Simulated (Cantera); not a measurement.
# Equilibrium for roasting and sulfation: FeS + O2 + CO2

Feed: 1 mol FeS, 0.51 mol O2, 2 mol CO2, held at 13.3 mbar.

These are equilibrium values from Cantera (NASA tables, ideal gas, pure condensed phases), not measurements of a reactor. Candidate condensed phases: C, Fe, Fe(CO)5, FeO, FeS, FeSO4, FeS2, Fe2O3, Fe2(SO4)3, Fe3O4, S; 25 gas species. Metal and sulfide melt together well below either melting point, which pure phases cannot show. Mutual solubility and eutectic melting of coexisting phases are not modelled. The tables' stoichiometric FeO is somewhat more stable than real wüstite, so its field is too wide. FeO, FeS: taken at fixed stoichiometry. Gases not in the tables: S3 to S7. Rates play no part.

From 923 K to 1148 K the condensed part is FeS(s) + Fe3O4(s). From 1223 K to 1448 K the condensed part is FeO(s) + FeS(s). From 1523 K to 1598 K the condensed part is FeO(s). From 1673 K to 1898 K the condensed part is FeO(l).

| T (K) | x CO2 | x CO | x SO2 | x S2 | x SO | x S | x Fe | x COS | n FeS(s) | n Fe3O4(s) | n FeO(s) | n FeO(l) |
|---|---|---|---|---|---|---|---|---|---|---|---|---|
| 923 | 0.864 | 0.00158 | 0.127 | 0.00750 | 6.00e-6 | 5.95e-10 | <1e-12 | 0.000168 | 0.671 | 0.110 | 0 | 0 |
| 998 | 0.859 | 0.00472 | 0.125 | 0.0109 | 2.15e-5 | 5.93e-9 | <1e-12 | 0.000250 | 0.659 | 0.114 | 0 | 0 |
| 1073 | 0.849 | 0.0120 | 0.123 | 0.0150 | 6.45e-5 | 4.30e-8 | <1e-12 | 0.000349 | 0.642 | 0.119 | 0 | 0 |
| 1148 | 0.830 | 0.0265 | 0.122 | 0.0201 | 0.000168 | 2.42e-7 | 3.39e-12 | 0.000462 | 0.617 | 0.128 | 0 | 0 |
| 1223 | 0.781 | 0.0501 | 0.137 | 0.0304 | 0.000431 | 1.20e-6 | 1.01e-10 | 0.000605 | 0.520 | 0 | 0.480 | 0 |
| 1298 | 0.719 | 0.0935 | 0.135 | 0.0500 | 0.000966 | 5.26e-6 | 1.87e-9 | 0.000875 | 0.415 | 0 | 0.585 | 0 |
| 1373 | 0.633 | 0.154 | 0.132 | 0.0775 | 0.00197 | 1.96e-5 | 2.52e-8 | 0.00115 | 0.260 | 0 | 0.740 | 0 |
| 1448 | 0.528 | 0.228 | 0.126 | 0.113 | 0.00366 | 6.33e-5 | 2.58e-7 | 0.00137 | 0.0526 | 0 | 0.947 | 0 |
| 1523 | 0.460 | 0.281 | 0.141 | 0.110 | 0.00633 | 0.000152 | 1.77e-6 | 0.00117 | 0 | 0 | 1.000 | 0 |
| 1598 | 0.406 | 0.324 | 0.161 | 0.0957 | 0.0102 | 0.000317 | 9.65e-6 | 0.000911 | 0 | 0 | 1.000 | 0 |
| 1673 | 0.357 | 0.365 | 0.178 | 0.0821 | 0.0156 | 0.000612 | 4.39e-5 | 0.000708 | 0 | 0 | 0 | 1.000 |
| 1748 | 0.313 | 0.400 | 0.192 | 0.0693 | 0.0226 | 0.00110 | 0.000166 | 0.000546 | 0 | 0 | 0 | 1.000 |
| 1823 | 0.275 | 0.430 | 0.203 | 0.0572 | 0.0312 | 0.00185 | 0.000556 | 0.000419 | 0 | 0 | 0 | 0.998 |
| 1898 | 0.242 | 0.454 | 0.211 | 0.0459 | 0.0412 | 0.00292 | 0.00168 | 0.000317 | 0 | 0 | 0 | 0.995 |
x: gas mole fraction; n: condensed amount in mol.
